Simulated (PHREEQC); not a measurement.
Synthetic water in mmol/kgw, 20 °C, pH 3.63, pe 8.6:

| constituent | mmol/kgw |
|---|---|
| Na | 22.1 |
| K | 0.141 |
| Ca | 1.42 |
| Mg | 0.0993 |
| Cl | 6.52 |
| S(6) | 9.73 |
| O(0) (counted as O atoms) | 0.315 |
| B | 0.004 |
| Pb | 0.00386 |
| Fe(3) | 0.00805 |

Na is adjusted to close the charge balance.
Valence states are taken as typed.

All values are PHREEQC results (ion-association model, phreeqc.dat), not measurements.

This is a speciation only: nothing precipitates in the calculation.

### Question
What ionic strength does the model give?

### Answer
ionic strength 0.0343 mol/kgw.

### Question
In which forms is Fe present?

### Answer
FeSO4+ 40 %, FeOH+2 31 %, Fe(OH)2+ 22 %, Fe(SO4)2- 3.9 %, Fe+3 2.7 % of the Fe.

The solution is supersaturated, for example in Jarosite-K, Hematite (slow to form), so a real one may precipitate; this is no full list. Complexes and solids missing from the database can't appear.
